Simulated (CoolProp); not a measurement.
The numbers come from the reference Helmholtz-energy equation of state, Thol 2019 in CoolProp.

Give the vapour pressure (kPa), liquid density (kg/m³), vapour Z, vapour viscosity (µPa s) of saturated n-hexane at 87.05, 107.55 °C.


| T (°C) | p (kPa) | liquid density (kg/m³) | vapour Z | vapour viscosity (µPa s) |
|---|---|---|---|---|
| 87.05 | 174 | 595 | 0.929 | 7.50 |
| 107.55 | 298 | 573 | 0.897 | 7.99 |

Viscosity comes from a separate model (Michailidou 2013).
